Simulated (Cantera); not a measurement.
What does this Cantera script print?

```python
import numpy as np
import cantera as ct

gas_names = """
    C CH CH2 CH3 CH2OH CH3O CH4 CH3OH CN CO CO2 COOH C2 C2H CHCO,ketyl C2H2,acetylene C2H2,vinylidene
    CH2CO,ketene C2H3,vinyl CH3CN CH3CO,acetyl C2H4 C2H4O,ethylen CH3CHO,ethanal CH3COOH (HCOOH)2 C2H5
    C2H6 CH3OCH3 C2H5OH CCN CNC C2N2 C2O C3 C3H3,propargyl C3H4,allene C3H4,propyne C3H4,cyclo-
    C3H5,allyl C3H6,propylene C3H6,cyclo- C3H6O C3H7,n-propyl C3H7,i-propyl C3H8 C3H8O,1propanol
    C3H8O,2propanol C3O2 C4 C4H2 C4H4,1,3-cyclo- C4H6,butadiene C4H6,2-butyne C4H6,cyclo- C4H8,1-butene
    C4H8,cis2-buten C4H8,tr2-butene C4H8,isobutene C4H8,cyclo- (CH3COOH)2 C4H9,n-butyl C4H9,i-butyl
    C4H9,s-butyl C4H9,t-butyl C4H10,isobutane C4H10,n-butane C4N2 C5 C5H6,1,3cyclo- C5H8,cyclo-
    C5H10,1-pentene C5H10,cyclo- C5H11,pentyl C5H11,t-pentyl C5H12,n-pentane C5H12,i-pentane
    CH3C(CH3)2CH3 C6H2 C6H5,phenyl C6H5O,phenoxy C6H6 C6H5OH,phenol C6H10,cyclo- C6H12,1-hexene
    C6H12,cyclo- C6H13,n-hexyl C7H7,benzyl C7H8 C7H8O,cresol C7H14,1-heptene C7H15,n-heptyl
    C7H16,n-heptane C8H8,styrene C8H10,ethylbenz C8H16,1-octene C8H17,n-octyl C8H18,isooctane
    C8H18,n-octane C9H19,n-nonyl C10H8,naphthale C10H21,n-decyl C12H9,o-bipheny C12H10,bipheny H HCN HCO
    HCCN HNC HNCO HNO HNO2 HNO3 HO2 H2 HCHO,formaldehy HCOOH H2O H2O2 N NCO NH NH2 NH3 NH2OH NO NO2 NO3
    N2 N2H2 N2H4 N2O O OH O2 O3 Si SiC SiC2 SiC4H12 SiH SiH2 SiH3 SiH4 SiN SiO SiO2 Si2 Si2C Si2N Si3
""".split()
cond_names = """
    C(gr) C6H6(L) C7H8(L) C8H18(L),n-octa H2O(s) H2O(L) Si(cr) Si(L) SiC(b) SiO2(Lqz) SiO2(hqz) SiO2(L)
    Si2N2O(s) Si3N4(a)
""".split()


def load(file, names, dense=False):
    # The tables refer to 1 bar. Condensed volumes are neglected.
    table = {s.name: s for s in ct.Species.list_from_file(file)}
    out = []
    for n in names:
        d = dict(table[n].input_data)
        d["thermo"] = dict(d["thermo"], **{"reference-pressure": 1e5})
        if dense:
            d["equation-of-state"] = {"model": "constant-volume", "density": "1e6 g/cm^3"}
        out.append(ct.Species.from_dict(d))
    return out


gas = ct.Solution(thermo="ideal-gas", species=load("nasa_gas.yaml", gas_names))
cond = {s.name: ct.Solution(thermo="fixed-stoichiometry", species=[s], name=s.name)
        for s in load("nasa_condensed.yaml", cond_names, dense=True)}
atoms = {
    'Si3N4': {'Si': 3, 'N': 4},
    'CO2': {'C': 1, 'O': 2},
    'H2': {'H': 2},
}
top_T = {'C(gr)': 4500, 'SiC(b)': 3050, 'Si2N2O(s)': 2100, 'Si3N4(a)': 2400}  # K; cautious upper limits of use, not melting points


def equilibrate(T, P, feed):
    n = {}
    for name, mol in feed.items():
        for a, k in atoms[name].items():
            n[a] = n.get(a, 0.0) + k * mol
    gas.TPX = T, P, n
    mass = sum(n.values()) * gas.mean_molecular_weight
    gas.equilibrate("TP")
    valid = [c for c in cond.values() if c.min_temp <= T <= top_T.get(c.name, c.max_temp)]
    mix = ct.Mixture([(gas, mass / gas.mean_molecular_weight)] + [(c, 0.0) for c in valid])
    mix.T, mix.P = T, P
    mix.equilibrate("TP", solver="vcs", rtol=1e-11, max_steps=5000)
    return mix


results = []
feed = {'Si3N4': 1, 'CO2': 0.2, 'H2': 4}  # mol
P = 133.322  # Pa
for T in [1748, 1773, 1798, 1823, 1848, 1873, 1898, 1923, 1948, 1973, 1998, 2023, 2048, 2073]:
    mix = equilibrate(T, P, feed)
    results.append((T, P, feed, dict(zip(mix.species_names, mix.species_moles))))

top = {s: max(r[3][s] / sum(r[3][g] for g in gas_names) for r in results) for s in gas_names}
cols = sorted((s for s in top if top[s] > 1e-05), key=lambda s: -top[s])[:9]
seen = [c for c in cond_names if any(r[3].get(c, 0) > 1e-12 for r in results)]
print("log10 of partial pressures in bar; condensed amounts in mol")
print(f"{'T/K':>10s}" + "".join(f"{s[:9]:>10s}" for s in cols + seen))
for T, P, feed, n in results:
    ng = sum(n[g] for g in gas_names)
    print(f"{T:10.4g}" + "".join(f"{np.log10(max(n[s] / ng * P / 1e5, 1e-99)):10.3f}" for s in cols)
          + "".join(f"{n.get(c, 0):10.4g}" for c in seen))
```

It prints:

```
log10 of partial pressures in bar; condensed amounts in mol
       T/K        H2        N2        Si       SiO         H        CO      Si2C       SiH       Si2     Si(L)    SiC(b)
      1748    -3.083    -3.382    -5.837    -4.112    -5.182    -5.239    -7.935    -7.254    -8.126     2.448    0.1719
      1773    -3.083    -3.382    -5.672    -4.118    -5.088    -5.174    -7.709    -7.122    -7.926     2.454    0.1672
      1798    -3.085    -3.383    -5.511    -4.125    -4.996    -5.111    -7.489    -6.993    -7.732     2.459     0.162
      1823    -3.086    -3.384    -5.355    -4.132    -4.906    -5.051    -7.276    -6.869    -7.544     2.463    0.1562
      1848    -3.088    -3.385    -5.203    -4.141    -4.820    -4.995    -7.069    -6.748    -7.360     2.466    0.1498
      1873    -3.090    -3.386    -5.055    -4.151    -4.735    -4.941    -6.867    -6.630    -7.182     2.465    0.1427
      1898    -3.093    -3.388    -4.911    -4.162    -4.654    -4.890    -6.671    -6.516    -7.008     2.461    0.1349
      1923    -3.097    -3.391    -4.770    -4.174    -4.574    -4.842    -6.480    -6.406    -6.839     2.452    0.1263
      1948    -3.101    -3.394    -4.634    -4.188    -4.498    -4.797    -6.294    -6.299    -6.674     2.434    0.1169
      1973    -3.107    -3.398    -4.501    -4.204    -4.423    -4.755    -6.113    -6.195    -6.514     2.405    0.1064
      1998    -3.114    -3.403    -4.371    -4.222    -4.352    -4.718    -5.937    -6.095    -6.358     2.361   0.09487
      2023    -3.124    -3.410    -4.245    -4.243    -4.283    -4.683    -5.765    -5.998    -6.206     2.296   0.08184
      2048    -3.135    -3.419    -4.122    -4.266    -4.217    -4.654    -5.598    -5.905    -6.057     2.202   0.06694
      2073    -3.149    -3.430    -4.001    -4.293    -4.155    -4.628    -5.435    -5.816    -5.912     2.068    0.0495
```

These are equilibrium values from Cantera (NASA tables, ideal gas, pure condensed phases), not measurements of a reactor. Mutual solubility and eutectic melting of coexisting phases are not modelled. The tables' values for SiN are old estimates; treat these amounts as uncertain. Gases not in the tables: Si2H6 and higher silanes.
